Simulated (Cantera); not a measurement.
Cantera run, input and output.

```python
import numpy as np
import cantera as ct

gas = ct.Solution("gri30.yaml")
gas.TPX = 450, 200000, {'CO': 1, 'H2': 0.11, 'O2': 0.37, 'N2': 1.39}
flame = ct.FreeFlame(gas, width=0.025)
flame.set_refine_criteria(ratio=3, slope=0.08, curve=0.16)
flame.transport_model = "mixture-averaged"
flame.solve(loglevel=0, auto=True)
z, T = flame.grid, flame.T
thick = (T[-1] - T[0]) / np.gradient(T, z).max()
show = ['CO', 'H2', 'O2', 'H2O2', 'NO2', 'O']
print(f"laminar burning velocity  {flame.velocity[0] * 100:.3f} cm/s")
print(f"burnt temperature         {T[-1]:.1f} K")
print(f"thermal thickness         {thick * 1e3:.4f} mm")
print(f"grid points               {len(z)}")
z0 = z[flame.heat_release_rate.argmax()]
print(f"{'z/mm':>9s}{'T/K':>9s}{'u/(m/s)':>9s}" + "".join(f"{s:>11s}" for s in show))
rows = []
for k in (-3, -2, -1.5, -1, -0.5, -0.25, 0, 0.25, 0.5, 1, 2, 4, 8):
    zz = z0 + k * thick
    rows.append([k * thick, np.interp(zz, z, T), np.interp(zz, z, flame.velocity),
                 *(np.interp(zz, z, flame.X[gas.species_index(s)]) for s in show)])
    print(f"{rows[-1][0] * 1e3:9.3f}{rows[-1][1]:9.1f}{rows[-1][2]:9.3f}" + "".join(f"{x:11.3e}" for x in rows[-1][3:]))
```

Result:

```
laminar burning velocity  131.479 cm/s
burnt temperature         2450.6 K
thermal thickness         0.2725 mm
grid points               109
     z/mm      T/K  u/(m/s)         CO         H2         O2       H2O2        NO2          O
   -0.818    450.0    1.315  3.484e-01  3.832e-02  1.289e-01  1.156e-11  1.027e-15  1.817e-14
   -0.545    450.0    1.315  3.485e-01  3.825e-02  1.289e-01  9.313e-10  1.101e-13  4.873e-12
   -0.409    450.0    1.315  3.485e-01  3.808e-02  1.290e-01  9.789e-09  1.389e-12  1.015e-10
   -0.273    450.3    1.314  3.488e-01  3.736e-02  1.290e-01  1.694e-07  2.896e-11  2.580e-09
   -0.136    465.8    1.355  3.497e-01  3.339e-02  1.292e-01  1.419e-05  3.770e-09  4.095e-07
   -0.068    672.2    1.938  3.424e-01  2.614e-02  1.227e-01  7.574e-05  1.021e-08  7.890e-05
    0.000   1151.7    3.260  3.067e-01  1.437e-02  9.573e-02  1.170e-05  2.933e-09  3.226e-03
    0.068   1501.6    4.152  2.545e-01  5.971e-03  5.851e-02  1.435e-06  6.404e-09  1.085e-02
    0.136   1701.2    4.609  2.165e-01  4.593e-03  3.709e-02  6.115e-07  9.406e-09  1.329e-02
    0.273   1895.8    5.040  1.894e-01  5.077e-03  2.407e-02  2.836e-07  1.269e-08  1.111e-02
    0.545   2064.3    5.425  1.787e-01  5.015e-03  1.815e-02  1.461e-07  1.733e-08  7.351e-03
    1.090   2206.7    5.741  1.693e-01  4.579e-03  1.287e-02  8.092e-08  2.301e-08  4.278e-03
    2.180   2316.7    5.977  1.600e-01  4.164e-03  8.009e-03  4.755e-08  3.029e-08  2.257e-03
```

Model: GRI-Mech 3.0 (53 species, 325 reactions), integrated in Cantera. Burning velocities carry a grid error of a few per cent, more on coarse grids.
